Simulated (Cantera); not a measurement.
A Cantera script and what it prints.

```python
import numpy as np
import cantera as ct

gas_names = [...]  # 114 gases of nasa_gas.yaml made of C, Fe, H, O
cond_names = """
    C(gr) C6H6(L) C7H8(L) C8H18(L),n-octa Fe(a) Fe(c) Fe(d) Fe(L) FeC5O5(L) FeO(s) FeO(L) Fe(OH)2(s)
    Fe(OH)3(s) Fe2O3(s) Fe3O4(s) H2O(s) H2O(L)
""".split()


# ... load() reads the species with a 1 bar reference pressure and builds the phases ...
atoms = {
    'Fe3O4': {'Fe': 3, 'O': 4},
    'CH4': {'C': 1, 'H': 4},
    'CO': {'C': 1, 'O': 1},
}
top_T = {'C(gr)': 4500, 'Fe2O3(s)': 1830, 'Fe3O4(s)': 1870}  # K; cautious upper limits of use, not melting points


# ... equilibrate(T, P, feed) seeds the gas with the atoms and calls Mixture.equilibrate('TP', solver="vcs", rtol=1e-11, max_steps=5000) ...
results = []
feed = {'Fe3O4': 1, 'CH4': 3.8, 'CO': 0.096}  # mol
T = 2173.15  # K
P = 133.322  # Pa
mix = equilibrate(T, P, feed)
results.append((T, P, feed, dict(zip(mix.species_names, mix.species_moles))))
x = sorted(zip(gas.X, gas.species_names), reverse=True)
print(f"T = {T:g} K  P = {P:g} Pa  gas = {mix.phase_moles(0):.4g} mol")
print("   x: " + "  ".join(f"{s} {v:.3e}" for v, s in x if v > 1e-06))
print("   condensed (mol): " + ("  ".join(f"{mix.phase(i).name} {mix.phase_moles(i):.4g}"
      for i in range(1, mix.n_phases) if mix.phase_moles(i) > 1e-12) or "none"))
```

Output:

```
T = 2173.15 K  P = 133.322 Pa  gas = 15.17 mol
   x: H2 4.453e-01  CO 2.556e-01  Fe 1.976e-01  H 8.827e-02  H2O 1.143e-02  CO2 1.263e-03  OH 3.033e-04  FeO 1.481e-04  O 4.216e-05
   condensed (mol): none
```

These are equilibrium values from Cantera (NASA tables, ideal gas, pure condensed phases), not measurements of a reactor.
